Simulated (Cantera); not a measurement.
Charge: 1 mol SiCl4, 6.3 mol H2, equilibrated at 0.00280 bar.

Equilibrium computed with Cantera from the NASA thermochemical tables; the gas is ideal and each condensed phase is pure. Candidate condensed phases: Si; 19 gas species. Equilibrium is a limit: real reactors are often held back by kinetics, nucleation or transport.

Q: Which condensed phases are stable at each of these points (T (K)): 898, 998, 1098, 1198, 1298, 1398, 1498, 1598?

A: 
```
T (K)  condensed phases  Si condensed (%)
-----  ----------------  ----------------
898               Si(s)               0.3
998               Si(s)               3.8
1098              Si(s)               5.0
1198           gas only               0.0
1298           gas only               0.0
1398           gas only               0.0
1498           gas only               0.0
1598           gas only               0.0
```

From 898 K to 1098 K the condensed part is Si(s). From 1198 K to 1598 K nothing is condensed.
